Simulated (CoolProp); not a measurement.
Vapour-liquid equilibrium of trans-2-butene (1) + acetone (2) at 91.5 kPa; x and y are mole fractions of (1).

Computed with CoolProp (multi-fluid Helmholtz-energy mixture model, Lemmon 2005 and Lemmon 2006; pair parameters Bell 2016).

```json
[
 {"x": "0.05", "bubble temperature, mixture model (°C)": "37.4", "bubble temperature, Raoult's law (°C)": "46.8", "y, mixture model": "0.457", "y, Raoult's law": "0.242"},
 {"x": "0.125", "bubble temperature, mixture model (°C)": "22.4", "bubble temperature, Raoult's law (°C)": "38.8", "y, mixture model": "0.725", "y, Raoult's law": "0.484"},
 {"x": "0.2", "bubble temperature, mixture model (°C)": "14.0", "bubble temperature, Raoult's law (°C)": "32.1", "y, mixture model": "0.822", "y, Raoult's law": "0.637"},
 {"x": "0.275", "bubble temperature, mixture model (°C)": "9.2", "bubble temperature, Raoult's law (°C)": "26.6", "y, mixture model": "0.866", "y, Raoult's law": "0.739"},
 {"x": "0.35", "bubble temperature, mixture model (°C)": "6.3", "bubble temperature, Raoult's law (°C)": "21.9", "y, mixture model": "0.889", "y, Raoult's law": "0.810"},
 {"x": "0.425", "bubble temperature, mixture model (°C)": "4.6", "bubble temperature, Raoult's law (°C)": "17.8", "y, mixture model": "0.902", "y, Raoult's law": "0.860"},
 {"x": "0.5", "bubble temperature, mixture model (°C)": "3.5", "bubble temperature, Raoult's law (°C)": "14.2", "y, mixture model": "0.911", "y, Raoult's law": "0.897"},
 {"x": "0.575", "bubble temperature, mixture model (°C)": "2.7", "bubble temperature, Raoult's law (°C)": "11.1", "y, mixture model": "0.918", "y, Raoult's law": "0.924"},
 {"x": "0.65", "bubble temperature, mixture model (°C)": "2.0", "bubble temperature, Raoult's law (°C)": "8.2", "y, mixture model": "0.924", "y, Raoult's law": "0.946"},
 {"x": "0.725", "bubble temperature, mixture model (°C)": "1.4", "bubble temperature, Raoult's law (°C)": "5.7", "y, mixture model": "0.931", "y, Raoult's law": "0.962"},
 {"x": "0.8", "bubble temperature, mixture model (°C)": "0.6", "bubble temperature, Raoult's law (°C)": "3.4", "y, mixture model": "0.941", "y, Raoult's law": "0.976"},
 {"x": "0.875", "bubble temperature, mixture model (°C)": "-0.2", "bubble temperature, Raoult's law (°C)": "1.3", "y, mixture model": "0.955", "y, Raoult's law": "0.986"},
 {"x": "0.95", "bubble temperature, mixture model (°C)": "-1.1", "bubble temperature, Raoult's law (°C)": "-0.6", "y, mixture model": "0.978", "y, Raoult's law": "0.995"}
]
```

The largest gap from Raoult's law is -18.1 K in bubble temperature, at x = 0.2. No azeotrope shows between x = 0.05 and 0.95.

Pair parameters are fitted to limited data, so mixtures are less certain than the pure fluids. With so large a gap from Raoult's law the liquid may split in two, which this calculation doesn't test in full.
